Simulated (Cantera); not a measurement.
# Cu + HF (aluminium and copper etching)

A closed system holds: 1 mol Cu, 19 mol HF, equilibrated at 1330 Pa.

Equilibrium computed with Cantera from the NASA thermochemical tables; the gas is ideal and each condensed phase is pure. Candidate condensed phases: Cu, CuF2; 15 gas species. Rates play no part.

| T (K) | x HF | x CuF | x H2 | x Cu | x H | x CuF2 | n Cu(s) | n Cu(l) |
|---|---|---|---|---|---|---|---|---|
| 873 | 1.000 | 1.72e-7 | 8.76e-8 | 3.39e-12 | <1e-12 | 1.75e-9 | 1.000 | 0 |
| 948 | 1.000 | 1.11e-6 | 5.62e-7 | 1.30e-10 | 3.41e-12 | 5.58e-9 | 1.000 | 0 |
| 1023 | 1.000 | 5.47e-6 | 2.75e-6 | 2.88e-9 | 5.95e-11 | 1.50e-8 | 1.000 | 0 |
| 1098 | 1.000 | 2.16e-5 | 1.08e-5 | 4.18e-8 | 7.04e-10 | 3.52e-8 | 1.000 | 0 |
| 1173 | 1.000 | 7.11e-5 | 3.56e-5 | 4.28e-7 | 6.09e-9 | 7.41e-8 | 0.999 | 0 |
| 1248 | 1.000 | 0.000202 | 0.000101 | 3.30e-6 | 4.07e-8 | 1.43e-7 | 0.996 | 0 |
| 1323 | 0.999 | 0.000511 | 0.000256 | 2.01e-5 | 2.20e-7 | 2.55e-7 | 0.990 | 0 |
| 1398 | 0.998 | 0.00114 | 0.000569 | 9.73e-5 | 9.77e-7 | 4.24e-7 | 0 | 0.977 |
| 1473 | 0.996 | 0.00229 | 0.00114 | 0.000388 | 3.70e-6 | 6.62e-7 | 0 | 0.949 |
| 1548 | 0.992 | 0.00428 | 0.00214 | 0.00135 | 1.23e-5 | 9.86e-7 | 0 | 0.893 |
x: gas mole fraction; n: condensed amount in mol.

From 873 K to 1323 K the condensed part is Cu(s). From 1398 K to 1548 K the condensed part is Cu(l). The main Cu-bearing gas is CuF throughout.
